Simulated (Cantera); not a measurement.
What does this Cantera script print?

```python
import numpy as np
import cantera as ct

gas_names = """
    H HNO HNO2 HNO3 HO2 H2 H2O H2O2 N NH NH2 NH3 NH2OH NO NO2 NO3 N2 N2H2 N2H4 N2O O OH O2 O3 Si SiH
    SiH2 SiH3 SiH4 SiN SiO SiO2 Si2 Si2N Si3
""".split()
cond_names = """
    H2O(s) H2O(L) Si(cr) Si(L) SiO2(Lqz) SiO2(hqz) SiO2(L) Si2N2O(s) Si3N4(a)
""".split()


# ... load() reads the species with a 1 bar reference pressure and builds the phases ...
atoms = {
    'Si2H6': {'Si': 2, 'H': 6},
    'NO': {'N': 1, 'O': 1},
}
top_T = {'Si2N2O(s)': 2100, 'Si3N4(a)': 2400}  # K; cautious upper limits of use, not melting points


# ... equilibrate(T, P, feed) seeds the gas with the atoms and calls Mixture.equilibrate('TP', solver="vcs", rtol=1e-11, max_steps=5000) ...
results = []
T = 1250  # K
P = 9600  # Pa
for m in [0.78, 1.9, 3.1, 4.3, 5.5, 6.6, 7.8, 9, 10]:
    feed = {'Si2H6': 1, 'NO': m}  # mol
    mix = equilibrate(T, P, feed)
    results.append((T, P, feed, dict(zip(mix.species_names, mix.species_moles))))

top = {s: max(r[3][s] / sum(r[3][g] for g in gas_names) for r in results) for s in gas_names}
cols = sorted((s for s in top if top[s] > 1e-06), key=lambda s: -top[s])[:7]
seen = [c for c in cond_names if any(r[3].get(c, 0) > 1e-12 for r in results)]
print("log10 of partial pressures in bar; condensed amounts in mol")
print(f"{'n(NO)':>10s}" + "".join(f"{s[:9]:>10s}" for s in cols + seen))
for T, P, feed, n in results:
    ng = sum(n[g] for g in gas_names)
    print(f"{feed['NO']:10.4g}" + "".join(f"{np.log10(max(n[s] / ng * P / 1e5, 1e-99)):10.3f}" for s in cols)
          + "".join(f"{n.get(c, 0):10.4g}" for c in seen))
```

Output:

```
log10 of partial pressures in bar; condensed amounts in mol
     n(NO)        H2        N2       H2O        O2        NO       SiO        OH    Si(cr) SiO2(hqz) Si2N2O(s)
      0.78    -1.018   -10.472    -7.901   -28.692   -22.740    -5.671   -15.695     1.025     0.195      0.39
       1.9    -1.053    -2.132    -5.156   -23.132   -15.791    -8.451   -12.932         0    0.5998    0.7001
       3.1    -1.169    -1.549    -5.078   -22.743   -15.305    -8.645   -12.796         0       1.4    0.3001
       4.3    -1.298    -1.397    -2.252   -16.833   -12.274   -11.600    -9.906         0         2         0
       5.5    -1.601    -1.338    -1.601   -14.924   -11.290   -12.554    -9.103         0         2         0
       6.6    -2.215    -1.299    -1.402   -13.299   -10.457   -13.367    -8.597         0         2         0
       7.8    -7.726    -1.290    -1.404    -2.279    -4.944   -18.877    -5.843         0         2         0
         9    -7.959    -1.294    -1.470    -1.947    -4.780   -19.043    -5.793         0         2         0
        10    -8.071    -1.297    -1.518    -1.820    -4.717   -19.107    -5.785         0         2         0
```

These are equilibrium values from Cantera (NASA tables, ideal gas, pure condensed phases), not measurements of a reactor. The feed counts by its element totals alone. Mutual solubility and eutectic melting of coexisting phases are not modelled. The tables hold silica as quartz up to 1696 K and as liquid above; real silica turns to tridymite and cristobalite and melts near 1996 K. Gases not in the tables: Si(OH)4.
